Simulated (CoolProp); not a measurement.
The fluid at 503.02 K and 0.467 MPa flows at 0.27 m/s in a round tube of 20 mm bore and 45 µm roughness, fully developed (64/Re and Nu = 3.66 if laminar; Colebrook and Gnielinski if turbulent). The same conditions are run with several fluids, on thermodynamics alone (safety and materials aside).

Model: reference Helmholtz-energy equation of state of each fluid (propylene: Lemmon 2013; n-octane: Beckmüller 2019; n-pentane: Thol 2019; n-hexane: Thol 2019), in CoolProp.

Q: Rank propylene, n-octane, n-pentane, n-hexane by Reynolds number, highest first.

A: n-octane (8130), n-hexane (5160), n-pentane (4060), propylene (1800)

```json
[
 {"fluid": "propylene", "Darcy friction factor": "0.0356", "pressure drop (Pa/m)": "0.308", "heat-transfer coefficient (W/(m² K))": "8.01", "mass flow (kg/h)": "1.45"},
 {"fluid": "n-octane", "Darcy friction factor": "0.0356", "pressure drop (Pa/m)": "0.936", "heat-transfer coefficient (W/(m² K))": "46.1", "mass flow (kg/h)": "4.40"},
 {"fluid": "n-pentane", "Darcy friction factor": "0.0420", "pressure drop (Pa/m)": "0.641", "heat-transfer coefficient (W/(m² K))": "28.5", "mass flow (kg/h)": "2.56"},
 {"fluid": "n-hexane", "Darcy friction factor": "0.0395", "pressure drop (Pa/m)": "0.735", "heat-transfer coefficient (W/(m² K))": "33.1", "mass flow (kg/h)": "3.12"}
]
```

Transport values come from each fluid's own correlations; those of propylene, n-pentane are estimates that may be off by 10 % or more.
